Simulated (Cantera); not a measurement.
Moist CO burnout

An isothermal, constant-pressure homogeneous reactor starts with CO : O2 : H2O : N2 = 0.00057 : 0.015 : 0.00011 : 1 (molar parts), equivalence ratio 0.019, at 1200 K and 7500 Torr.

Cantera simulation using GRI-Mech 3.0 (53 species, 325 reactions); the numbers are that mechanism's predictions, not measurements.

```csv
t (s),x CO,x O2,x H2O,x CO2,x NO
2.00e-5,0.000561,0.0148,0.000108,8.21e-11,<1e-12
0.000111,0.000561,0.0148,0.000108,4.66e-10,<1e-12
0.000616,0.000561,0.0148,0.000108,3.05e-9,<1e-12
0.00342,0.000561,0.0148,0.000108,3.81e-8,<1e-12
0.0190,0.000557,0.0148,0.000108,4.49e-6,9.62e-12
0.105,0.000470,0.0147,0.000108,9.14e-5,1.60e-9
0.585,0.000176,0.0146,0.000108,0.000385,3.38e-8
3.25,2.60e-7,0.0145,0.000108,0.000561,1.47e-7
18.0,2.61e-11,0.0145,0.000108,0.000561,1.58e-7
100,2.59e-11,0.0145,0.000108,0.000561,1.58e-7
```
x: mole fraction; the columns are a selection and need not sum to one.

Equilibrium at this temperature and pressure: CO 2.59e-11, O2 0.0145, H2O 0.000108, CO2 0.000561, NO 5.77e-5 (gas phase only).
